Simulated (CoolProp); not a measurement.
Vapour-liquid equilibrium of CHF3 (R23) (1) + R143a (2) at -1.45 °C; x and y are mole fractions of (1).

Computed with CoolProp (multi-fluid Helmholtz-energy mixture model, Penoncello 2003 and Lemmon and Jacobsen 2000; pair parameters Bell 2016).

```json
[
 {"x": "0.05", "bubble pressure, mixture model (MPa)": "0.6583", "bubble pressure, Raoult's law (MPa)": "0.6825", "y, mixture model": "0.129", "y, Raoult's law": "0.176"},
 {"x": "0.125", "bubble pressure, mixture model (MPa)": "0.7668", "bubble pressure, Raoult's law (MPa)": "0.8179", "y, mixture model": "0.292", "y, Raoult's law": "0.367"},
 {"x": "0.2", "bubble pressure, mixture model (MPa)": "0.8847", "bubble pressure, Raoult's law (MPa)": "0.9534", "y, mixture model": "0.423", "y, Raoult's law": "0.503"},
 {"x": "0.275", "bubble pressure, mixture model (MPa)": "1.010", "bubble pressure, Raoult's law (MPa)": "1.089", "y, mixture model": "0.529", "y, Raoult's law": "0.606"},
 {"x": "0.35", "bubble pressure, mixture model (MPa)": "1.141", "bubble pressure, Raoult's law (MPa)": "1.224", "y, mixture model": "0.615", "y, Raoult's law": "0.686"},
 {"x": "0.425", "bubble pressure, mixture model (MPa)": "1.276", "bubble pressure, Raoult's law (MPa)": "1.360", "y, mixture model": "0.685", "y, Raoult's law": "0.750"},
 {"x": "0.5", "bubble pressure, mixture model (MPa)": "1.413", "bubble pressure, Raoult's law (MPa)": "1.495", "y, mixture model": "0.743", "y, Raoult's law": "0.802"},
 {"x": "0.575", "bubble pressure, mixture model (MPa)": "1.552", "bubble pressure, Raoult's law (MPa)": "1.631", "y, mixture model": "0.793", "y, Raoult's law": "0.846"},
 {"x": "0.65", "bubble pressure, mixture model (MPa)": "1.692", "bubble pressure, Raoult's law (MPa)": "1.766", "y, mixture model": "0.836", "y, Raoult's law": "0.883"},
 {"x": "0.725", "bubble pressure, mixture model (MPa)": "1.835", "bubble pressure, Raoult's law (MPa)": "1.902", "y, mixture model": "0.875", "y, Raoult's law": "0.914"},
 {"x": "0.8", "bubble pressure, mixture model (MPa)": "1.981", "bubble pressure, Raoult's law (MPa)": "2.037", "y, mixture model": "0.911", "y, Raoult's law": "0.942"},
 {"x": "0.875", "bubble pressure, mixture model (MPa)": "2.131", "bubble pressure, Raoult's law (MPa)": "2.172", "y, mixture model": "0.944", "y, Raoult's law": "0.966"},
 {"x": "0.95", "bubble pressure, mixture model (MPa)": "2.289", "bubble pressure, Raoult's law (MPa)": "2.308", "y, mixture model": "0.978", "y, Raoult's law": "0.987"}
]
```

The largest gap from Raoult's law is -7.3 % in bubble pressure, at x = 0.275. No azeotrope shows between x = 0.05 and 0.95.

The pair parameters rest on a limited set of measurements; away from them the model extrapolates.
